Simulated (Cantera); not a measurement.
A closed system holds: 1 mol HgO, 0.69 mol N2, equilibrated at 625 K.

Equilibrium computed with Cantera from the NASA thermochemical tables; the gas is ideal and each condensed phase is pure. Candidate condensed phases: Hg, HgO; 10 gas species. Equilibrium is a limit: real reactors are often held back by kinetics, nucleation or transport.

### Question
Which condensed phases are stable at each of these points (P (Pa)): 10, 36, 130, 460, 1700, 6000, 22000, 77000, 280000, 1000000?

### Answer
```
P (Pa)   condensed phases  Hg condensed (%)
-------  ----------------  ----------------
10               gas only               0.0
36               gas only               0.0
130              gas only               0.0
460              gas only               0.0
1700             gas only               0.0
6000             gas only               0.0
22000              HgO(s)              71.5
77000              HgO(s)              94.4
280000             HgO(s)              98.6
1000000            HgO(s)              99.6
```

From 10.0 Pa to 6000 Pa nothing is condensed. From 22000 Pa to 1000000 Pa the condensed part is HgO(s).
